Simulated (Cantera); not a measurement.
Standard-state values (1 bar) from the NASA 1993 polynomials, evaluated with Cantera. Values are per mole of reaction as written; species without (g) are pure solids or liquids, kept so even where they would boil at 1 bar.

2 S2(g) + 3 CaF2 = 3 CaS + SF6(g)

| T (K) | ΔH° (kJ) | ΔS° (J/K) | ΔG° (kJ) | log10 K |
|---|---|---|---|---|
| 773 | (withheld) | (withheld) | (withheld) | (withheld) |
| 873 | 768.7 | -224.8 | 965.0 | -57.74 |
| 973 | 765.8 | -228.0 | 987.6 | -53.02 |
| 1073 | 762.3 | -231.4 | 1010.6 | -49.19 |
| 1173 | 757.9 | -235.3 | 1033.9 | -46.04 |
| 1273 | 752.8 | -239.5 | 1057.6 | -43.40 |
| 1373 | 746.7 | -244.1 | 1081.8 | -41.16 |
| 1473 | (withheld) | (withheld) | (withheld) | (withheld) |

Task: Fill in the missing entries.

Result: 
- 773, ΔH° (kJ): 770.9
- 773, ΔS° (J/K): -222.1
- 773, ΔG° (kJ): 942.6
- 773, log10 K: -63.70
- 1473, ΔH° (kJ): 722.8
- 1473, ΔS° (J/K): -260.9
- 1473, ΔG° (kJ): 1107.0
- 1473, log10 K: -39.26
